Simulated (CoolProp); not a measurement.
R21 at 442.53 K and 2.75 MPa is throttled through a valve to 1.13 MPa with no heat exchange. Each further row changes one setting.

The numbers come from the reference Helmholtz-energy equation of state, Platzer 1990 in CoolProp. This equation is an older, rougher fit.

| case | temperature change (K) | final density (kg/m³) |
|---|---|---|
| as stated | … | … |
| outlet pressure 0.339 MPa | … | … |
| outlet pressure 1.47 MPa | … | … |

**Question.** Some entries are withheld; supply them.

**Answer.** 
- as stated, temperature change (K): -24.7
- as stated, final density (kg/m³): 37.4
- outlet pressure 0.339 MPa, temperature change (K): -37.3
- outlet pressure 0.339 MPa, final density (kg/m³): 10.7
- outlet pressure 1.47 MPa, temperature change (K): -19.4
- outlet pressure 1.47 MPa, final density (kg/m³): 49.6
